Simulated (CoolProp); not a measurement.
Vapour-liquid equilibrium of R125 (1) + propane (2) at 1.6 MPa; x and y are mole fractions of (1).

Computed with CoolProp (multi-fluid Helmholtz-energy mixture model, Lemmon 2005 and Lemmon 2009; pair parameters Bell 2016).

```csv
x,bubble temperature (°C),y at the bubble point,dew temperature at overall composition x (°C),liquid density (mol/L)
0.05,41.1,0.130,44.7,10.37
0.15,33.6,0.303,40.3,10.35
0.25,29.3,0.408,35.9,10.23
0.35,26.9,0.479,31.6,10.08
0.45,25.4,0.536,27.8,9.940
0.55,24.6,0.589,25.2,9.830
0.65,24.4,0.646,24.4,9.758
0.75,24.8,0.712,25.3,9.718
0.85,26.1,0.799,27.2,9.692
0.95,28.8,0.920,29.5,9.650
```

y crosses x between x = 0.55 and 0.65: the model has an azeotrope there.

The pair parameters rest on a limited set of measurements; away from them the model extrapolates.
